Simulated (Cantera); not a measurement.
**Halide evaporation, hydrolysis and transport: CaCl2 + H2**

Feed: 1 mol CaCl2, a varied amount of H2, at 54.0 Pa.

Cantera equilibrium calculation (NASA polynomials, part measured and part estimated; ideal gas, pure solids and liquids). Candidate condensed phases: Ca, CaCl2; 9 gas species. The numbers say what is thermodynamically allowed, not how fast it happens.

Stable condensed phases:

```
T in °C \ n(H2) in mol
         0.41  1.5  2.6  3.7  4.8  5.9    7  8.1  9.2   10   11
   1225     A    A    A    A    A    A    A    A    A    A    A
   1200     A    A    A    A    A    A    A    A    A    A    A
   1175     A    A    A    A    A    A    A    A    A    A    A
   1150     A    A    A    A    A    A    A    A    A    A    A
   1125     B    A    A    A    A    A    A    A    A    A    A
   1100     B    A    A    A    A    A    A    A    A    A    A
   1075     B    B    B    A    A    A    A    A    A    A    A
   1050     B    B    B    B    B    A    A    A    A    A    A
   1025     B    B    B    B    B    B    B    B    A    A    A
   1000     B    B    B    B    B    B    B    B    B    B    B
    975     B    B    B    B    B    B    B    B    B    B    B
    950     B    B    B    B    B    B    B    B    B    B    B
    925     B    B    B    B    B    B    B    B    B    B    B
```

A: gas only; B: CaCl2.
